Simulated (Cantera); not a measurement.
Input: 1 mol MgO, 0.42 mol SiCl₄, 12 mol O₂, equilibrated at 18.0 mbar.

Cantera equilibrium calculation (NASA polynomials, part measured and part estimated; ideal gas, pure solids and liquids). Candidate condensed phases: Mg, MgCl₂, MgO, MgSiO₃, Mg₂SiO₄, Si, SiO₂; 20 gas species. Mutual solubility and eutectic melting of coexisting phases are not modelled. Condensed phases not in the tables: alloys, solid solutions and most ternary compounds. The numbers say what is thermodynamically allowed, not how fast it happens.

x: gas mole fraction; n: condensed amount in mol.

| T (K) | x O₂ | x Cl | x Cl₂ | x MgCl₂ | x O | x ClO | x MgCl | n MgO(s) | n Mg₂SiO₄(s) |
|---|---|---|---|---|---|---|---|---|---|
| 798 | 0.932 | 1.73e-5 | 0.0676 | 5.59e-8 | <1e-12 | 2.75e-7 | <1e-12 | 0.160 | 0.420 |
| 898 | 0.932 | 0.000138 | 0.0676 | 1.76e-6 | 3.59e-11 | 1.51e-6 | <1e-12 | 0.160 | 0.420 |
| 998 | 0.932 | … | 0.0672 | … | … | … | <1e-12 | 0.160 | 0.420 |
| 1098 | 0.931 | 0.00283 | 0.0659 | 0.000249 | 1.71e-8 | 1.78e-5 | <1e-12 | 0.157 | 0.420 |
| 1198 | 0.928 | 0.00856 | 0.0615 | 0.00149 | 1.73e-7 | 4.37e-5 | <1e-12 | 0.141 | 0.420 |
| 1298 | 0.923 | 0.0204 | 0.0506 | 0.00584 | 1.22e-6 | 8.70e-5 | 3.90e-12 | 0.0865 | 0.420 |
| 1398 | 0.915 | 0.0385 | 0.0340 | 0.0126 | 6.54e-6 | 0.000140 | 9.95e-11 | 0 | 0.420 |
| 1498 | 0.903 | 0.0627 | 0.0213 | 0.0124 | 2.80e-5 | 0.000197 | 8.90e-10 | 0 | 0.420 |
| 1598 | 0.894 | 0.0830 | 0.0105 | 0.0123 | 9.98e-5 | 0.000230 | 6.98e-9 | 0 | 0.420 |
| 1698 | 0.888 | 0.0945 | 0.00445 | 0.0122 | 0.000307 | 0.000235 | 4.85e-8 | 0 | 0.420 |
| 1798 | 0.885 | 0.0995 | … | 0.0122 | … | 0.000224 | … | 0 | 0.420 |
| 1898 | 0.883 | 0.101 | 0.000773 | 0.0121 | 0.00205 | 0.000209 | 1.48e-6 | 0 | 0.420 |

**Question.** Some entries are withheld; supply them.

**Answer.** 
- 1798, x Cl₂: 0.00182
- 1798, x O: 0.000837
- 1798, x MgCl: 2.90e-7
- 998, x Cl: 0.000728
- 998, x MgCl₂: 2.72e-5
- 998, x O: 1.06e-9
- 998, x ClO: 5.90e-6
